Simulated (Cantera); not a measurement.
Charge: 1 mol BN, 74 mol HCl, 2.6 mol N₂, at 1100 K and 75.0 Torr.

Cantera equilibrium calculation (NASA polynomials, part measured and part estimated; ideal gas, pure solids and liquids). Candidate condensed phases: B, BN, NH₄Cl; 21 gas species. Gases not in the tables: BHCl₂. Equilibrium is a limit: real reactors are often held back by kinetics, nucleation or transport.

Base state: HCl 0.933, N₂ 0.0394, H₂ 0.0164, BCl₃ 0.0109 (mole fractions); condensed: BN(s).

### Question
What changes in the equilibrium state with this change: temperature from 1100 K to 1723.15 K?

### Answer
```
species      before     after
----------  -------  --------
HCl           0.933     0.923
N₂           0.0394    0.0404
H₂           0.0164    0.0209
Cl          5.34e-7   0.00286
BCl₃         0.0109    0.0129
BCl₂        1.04e-8  0.000104
H           1.05e-8   8.35e-5
Cl₂         1.24e-8   1.74e-5
BN(s), mol    0.164         0
```
The tables' values for BCl₂ are old estimates; treat these amounts as uncertain.
